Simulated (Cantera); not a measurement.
Mixture: CH4 : H2 : O2 : N2 : H2O = 1 : 0.095 : 3.72 : 14 : 0.22 (molar parts), equivalence ratio 0.55, at 10.0 bar, adiabatic and at constant pressure. Ignition delay is the time to a rise of 400 K.

Computed with Cantera and GRI-Mech 3.0 (53 species, 325 reactions).

Problem. Predict: delay at 1225 K; delay at 1300 K; delay at 1375 K; delay at 1450 K; delay at 1525 K; delay at 1600 K; apparent activation energy between 1450 and 1600 K.

Solution. 
- delay at 1225 K: 1.15 ms
- delay at 1300 K: 0.569 ms
- delay at 1375 K: 0.292 ms
- delay at 1450 K: 0.154 ms
- delay at 1525 K: 83.7 µs
- delay at 1600 K: 47.3 µs
- apparent activation energy between 1450 and 1600 K: 150 kJ/mol
